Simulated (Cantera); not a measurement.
An adiabatic, constant-volume homogeneous reactor starts with CH4 : CO : O2 : N2 = 1 : 0.53 : 2.27 : 8.52 (molar parts), equivalence ratio 1.00, at 1700 K and 15800 Torr. Integrator tolerance rtol = 1e-08.

Computed with Cantera and GRI-Mech 3.0 (53 species, 325 reactions). The pressure lies above the range GRI-Mech 3.0 was tuned for (to about 10 atm). Above 3000 K some thermodynamic fits are extrapolated.

```csv
quantity,before,after
time of steepest temperature rise,18.1 µs,45.0 µs
temperature at 1.00 s,3231 K,2657 K
equilibrium temperature,3231 K,2657 K
x(CH4) at 1.00 s,<1e-12 (gas-phase equilibrium <1e-12),<1e-12 (gas-phase equilibrium <1e-12)
x(CO) at 1.00 s,0.0545 (gas-phase equilibrium 0.0545),0.0102 (gas-phase equilibrium 0.0102)
x(O2) at 1.00 s,0.0193 (gas-phase equilibrium 0.0193),0.00360 (gas-phase equilibrium 0.00360)
x(HCN) at 1.00 s,4.59e-8 (gas-phase equilibrium 4.59e-8),1.11e-9 (gas-phase equilibrium 1.11e-9)
x(C2H2) at 1.00 s,<1e-12 (gas-phase equilibrium <1e-12),<1e-12 (gas-phase equilibrium <1e-12)
x(H2) at 1.00 s,0.0137 (gas-phase equilibrium 0.0137),0.00234 (gas-phase equilibrium 0.00234)
```

### Question
Name the change that produced these shifts.
A. N2 8.52 to 25 parts
B. pressure from 15800 Torr to 750 Torr
C. CO 0.53 to 1.2 parts
D. constant pressure in place of constant volume

### Answer
A, N2 8.52 to 25 parts
